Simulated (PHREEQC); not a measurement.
Make-up at 25 °C: 0.0053 mol/kgw NH3 and 0.014 mol/kgw K2SiO3. Closed to the air; pH follows from the charge balance.

Computed with PHREEQC (ion-association model, phreeqc.dat).

This is a speciation only: nothing precipitates in the calculation.

**Question.** Order these Si species by the share of Si that they hold, largest first: H4SiO4, H3SiO4-, H2SiO4-2.

**Answer.** H3SiO4- (89 %), H2SiO4-2 (10 %), H4SiO4 (0.48 %)

The pH is 12.03 and the ionic strength 0.0294 mol/kgw.
